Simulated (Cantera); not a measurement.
Feed: 1 mol HMDSO, 0.77 mol H₂O, 1.7 mol H₂, at 11000 Pa.

Cantera equilibrium calculation (NASA polynomials, part measured and part estimated; ideal gas, pure solids and liquids). Candidate condensed phases: C, C₆H₆, C₇H₈, C₈H₁₈, H₂O, Si, SiC, SiO₂; 123 gas species. The feed counts by its element totals alone. Mutual solubility and eutectic melting of coexisting phases are not modelled. The tables hold silica as quartz up to 1696 K and as liquid above; real silica turns to tridymite and cristobalite and melts near 1996 K. The numbers say what is thermodynamically allowed, not how fast it happens.

Which condensed phases are stable at each of these points (T (K)): 1000, 1050, 1100, 1150, 1200, 1250, 1300, 1350, 1400, 1450, 1500, 1550, 1600, 1650?


```csv
T (K),condensed phases,Si condensed (%)
1000,C(graphite) + SiC(s) + SiO₂(β-quartz),100.0
1050,C(graphite) + SiC(s) + SiO₂(β-quartz),100.0
1100,C(graphite) + SiC(s) + SiO₂(β-quartz),100.0
1150,C(graphite) + SiC(s) + SiO₂(β-quartz),100.0
1200,C(graphite) + SiC(s) + SiO₂(β-quartz),100.0
1250,C(graphite) + SiC(s) + SiO₂(β-quartz),100.0
1300,C(graphite) + SiC(s) + SiO₂(β-quartz),100.0
1350,C(graphite) + SiC(s) + SiO₂(β-quartz),100.0
1400,C(graphite) + SiC(s) + SiO₂(β-quartz),100.0
1450,C(graphite) + SiC(s) + SiO₂(β-quartz),99.9
1500,C(graphite) + SiC(s),99.8
1550,C(graphite) + SiC(s),99.8
1600,C(graphite) + SiC(s),99.7
1650,C(graphite) + SiC(s),99.7
```

From 1000 K to 1450 K the condensed part is C(graphite) + SiC(s) + SiO₂(β-quartz). From 1500 K to 1650 K the condensed part is C(graphite) + SiC(s).
